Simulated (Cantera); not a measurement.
A perfectly stirred reactor is fed with 5.39 % C3H8, 24.5 % O2, 70.1 % N2, equivalence ratio 1.1, at 1.01 bar; it is adiabatic with a 400 K inlet, and is followed from long to short residence time, starting on the burning branch (τ in s: 0.025, 0.012, 0.0057, 0.0028, 0.0013, 0.00064, 0.00031, 0.00015, 7.1e-05, 3.4e-05, 1.6e-05, 7.9e-06).

Detailed kinetics in Cantera: GRI-Mech 3.0 (53 species, 325 reactions). GRI-Mech 3.0 was tuned for natural gas; its chemistry of propane as a main component is partial and can be far from experiment.

Question: Predict: blow-out, bracketed by the residence times tried; x(C3H8) at τ = 25.0 ms; x(O2) at τ = 25.0 ms; x(NO) at τ = 25.0 ms; x(CH4) at τ = 25.0 ms; x(O) at τ = 25.0 ms; x(C3H8) at τ = 0.310 ms; x(O2) at τ = 0.310 ms; x(NO) at τ = 0.310 ms; x(CH4) at τ = 0.310 ms; x(O) at τ = 0.310 ms.

Answer: 
```json
{
  "blow_out_bracketed_by_the_residence_times_tried": "burning at 34.0 µs, out at 16.0 µs",
  "x(C3H8) at τ = 25.0 ms": "2.84e-7",
  "x(O2) at τ = 25.0 ms": "0.00704",
  "x(NO) at τ = 25.0 ms": "0.00252",
  "x(CH4) at τ = 25.0 ms": "5.09e-7",
  "x(O) at τ = 25.0 ms": "0.00140",
  "x(C3H8) at τ = 0.310 ms": "1.46e-5",
  "x(O2) at τ = 0.310 ms": "0.0183",
  "x(NO) at τ = 0.310 ms": "0.000252",
  "x(CH4) at τ = 0.310 ms": "1.04e-5",
  "x(O) at τ = 0.310 ms": "0.00479"
}
```
